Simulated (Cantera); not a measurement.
Input: 1 mol SiC, 0.33 mol Si, 0.021 mol N2, held at 2652 °C.

Method: chemical equilibrium by Gibbs-energy minimisation in Cantera with the NASA 1993 tables (ideal gas, pure condensed phases). Candidate condensed phases: C, Si, SiC, Si3N4; 20 gas species. Mutual solubility and eutectic melting of coexisting phases are not modelled. The tables' values for SiN are old estimates; treat these amounts as uncertain. Equilibrium is a limit: real reactors are often held back by kinetics, nucleation or transport.

x: gas mole fraction; n: condensed amount in mol.

```json
[
 {"P (Pa)": "1", "x N2": "0.00632", "x Si": "0.614", "x SiC2": "0.00737", "x C": "0.313", "x Si2C": "4.33e-6", "x C3": "0.0291", "x C2": "0.0227", "x Si2": "2.39e-6", "n SiC(s)": "0", "n Si(l)": "0"},
 {"P (Pa)": "4.60", "x N2": "0.00738", "x Si": "0.678", "x SiC2": "0.0436", "x C": "0.158", "x Si2C": "5.61e-5", "x C3": "0.0786", "x C2": "0.0264", "x Si2": "1.34e-5", "n SiC(s)": "0", "n Si(l)": "0"},
 {"P (Pa)": "22", "x N2": "0.00944", "x Si": "0.690", "x SiC2": "0.133", "x C": "0.0570", "x Si2C": "0.000482", "x C3": "0.0848", "x C2": "0.0165", "x Si2": "6.64e-5", "n SiC(s)": "0", "n Si(l)": "0"},
 {"P (Pa)": "100", "x N2": "0.0117", "x Si": "0.658", "x SiC2": "0.245", "x C": "0.0175", "x Si2C": "0.00277", "x C3": "0.0504", "x C2": "0.00705", "x Si2": "0.000274", "n SiC(s)": "0", "n Si(l)": "0"},
 {"P (Pa)": "460", "x N2": "0.0137", "x Si": "0.618", "x SiC2": "0.324", "x C": "0.00450", "x Si2C": "0.0133", "x C3": "0.0183", "x C2": "0.00216", "x Si2": "0.00111", "n SiC(s)": "0", "n Si(l)": "0"},
 {"P (Pa)": "2200", "x N2": "0.0152", "x Si": "0.561", "x SiC2": "0.351", "x C": "0.00103", "x Si2C": "0.0574", "x C3": "0.00499", "x C2": "0.000538", "x Si2": "0.00438", "n SiC(s)": "0", "n Si(l)": "0"},
 {"P (Pa)": "10000", "x N2": "___", "x Si": "0.532", "x SiC2": "___", "x C": "___", "x Si2C": "___", "x C3": "___", "x C2": "___", "x Si2": "___", "n SiC(s)": "___", "n Si(l)": "0"},
 {"P (Pa)": "46000", "x N2": "___", "x Si": "___", "x SiC2": "___", "x C": "___", "x Si2C": "___", "x C3": "___", "x C2": "___", "x Si2": "___", "n SiC(s)": "0.996", "n Si(l)": "0.324"},
 {"P (Pa)": "220000", "x N2": "0.941", "x Si": "0.0325", "x SiC2": "0.00743", "x C": "6.22e-6", "x Si2C": "0.0116", "x C3": "1.10e-5", "x C2": "1.97e-6", "x Si2": "0.00147", "n SiC(s)": "0.999", "n Si(l)": "0.329"},
 {"P (Pa)": "1000000", "x N2": "0.985", "x Si": "0.00714", "x SiC2": "0.00163", "x C": "1.37e-6", "x Si2C": "0.00256", "x C3": "2.43e-6", "x C2": "4.33e-7", "x Si2": "0.000323", "n SiC(s)": "1.000", "n Si(l)": "0.330"}
]
```

Q: Fill in the missing entries.

A: 
- 10000, x N2: 0.0329
- 10000, x SiC2: 0.220
- 10000, x C: 0.000184
- 10000, x Si2C: 0.190
- 10000, x C3: 0.000588
- 10000, x C2: 7.80e-5
- 10000, x Si2: 0.0179
- 10000, n SiC(s): 0.616
- 46000, x N2: 0.735
- 46000, x Si: 0.155
- 46000, x SiC2: 0.0355
- 46000, x C: 2.97e-5
- 46000, x Si2C: 0.0556
- 46000, x C3: 5.28e-5
- 46000, x C2: 9.41e-6
- 46000, x Si2: 0.00702
